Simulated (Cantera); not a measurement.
A Cantera script and its output.

```python
import numpy as np
import cantera as ct

gas = ct.Solution("SiF4_NH3_mec.yaml", "gas")
gas.TPX = 2375, 1800, {'NH3': 1, 'N2': 8.1}
reactor = ct.IdealGasConstPressureReactor(gas, energy="off", clone=False)
net = ct.ReactorNet([reactor])
net.rtol, net.atol = 1e-08, 1e-18
show = ['NH3', 'N', 'H', 'N2H4', 'NH2', 'H2', 'N2H2']
times = np.geomspace(0.0004, 10, 12)

steps = ct.SolutionArray(gas, extra=["t"])
rows = []
print(f"{'t/s':>10s}{'T/K':>9s}{'P/Pa':>11s}" + "".join(f"{s:>11s}" for s in show))
for t in times:
    while net.time < t:
        t_next = net.step()
        steps.append(gas.state, t=t_next)
    rows.append([np.interp(t, steps.t, y) for y in (steps.T, steps.P, *steps(*show).X.T)])
    print(f"{t:10.3e}{rows[-1][0]:9.1f}{rows[-1][1]:11.4g}" + "".join(f"{x:11.3e}" for x in rows[-1][2:]))
rate = np.gradient(steps.T, steps.t)
print("integrator steps:", len(steps.t))
if steps.T.max() > steps.T[0] + 200:
    print(f"time of steepest temperature rise: {steps.t[rate.argmax()]:.4e} s")
gas.TPX = 2375, 1800, {'NH3': 1, 'N2': 8.1}
gas.equilibrate("TP")
print(f"equilibrium (TP): T = {gas.T:.1f} K  " + "  ".join(f"{s} {gas[s].X[0]:.3e}" for s in show))
```

Output:

```
       t/s      T/K       P/Pa        NH3          N          H       N2H4        NH2         H2       N2H2
 4.000e-04   2375.0       1800  1.094e-01  2.179e-08  8.103e-06  1.636e-10  5.003e-04  2.555e-04  8.632e-08
 1.004e-03   2375.0       1800  1.085e-01  1.895e-07  1.345e-05  9.627e-10  1.213e-03  7.593e-04  7.227e-07
 2.522e-03   2375.0       1800  1.057e-01  1.188e-06  4.735e-05  3.563e-09  2.332e-03  3.472e-03  3.504e-06
 6.331e-03   2375.0       1800  9.692e-02  5.191e-06  1.357e-04  3.118e-09  2.182e-03  1.536e-02  4.543e-06
 1.590e-02   2375.0       1800  7.790e-02  1.079e-05  2.741e-04  1.488e-09  1.507e-03  4.162e-02  3.162e-06
 3.991e-02   2375.0       1800  4.663e-02  1.451e-05  5.280e-04  5.363e-10  9.047e-04  8.431e-02  1.599e-06
 1.002e-01   2375.0       1800  1.484e-02  1.416e-05  9.976e-04  8.867e-11  3.679e-04  1.275e-01  3.934e-07
 2.516e-01   2375.0       1800  1.192e-03  1.042e-05  2.241e-03  2.261e-12  5.876e-05  1.456e-01  2.042e-08
 6.318e-01   2375.0       1800  9.519e-06  2.799e-06  7.072e-03  1.470e-15  1.500e-06  1.444e-01  3.881e-11
 1.586e+00   2375.0       1800  1.249e-07  6.861e-07  1.794e-02  1.774e-18  5.219e-08  1.382e-01  1.791e-13
 3.983e+00   2375.0       1800  1.159e-08  4.577e-07  3.253e-02  5.723e-20  9.347e-09  1.298e-01  4.832e-14
 1.000e+01   2375.0       1800  8.853e-09  5.766e-07  3.757e-02  4.664e-20  8.436e-09  1.269e-01  4.196e-14
integrator steps: 2134
equilibrium (TP): T = 2375.0 K  NH3 8.900e-09  N 5.860e-07  H 3.769e-02  N2H4 4.746e-20  NH2 8.512e-09  H2 1.269e-01  N2H2 4.193e-14
```

Model: the gas-phase N/H chemistry of the illustrative SiF4/NH3 mechanism in the Surface Chemkin manual (1991), integrated in Cantera. Walls and surfaces, which speed up NH3 decomposition in real reactors, are not modelled.
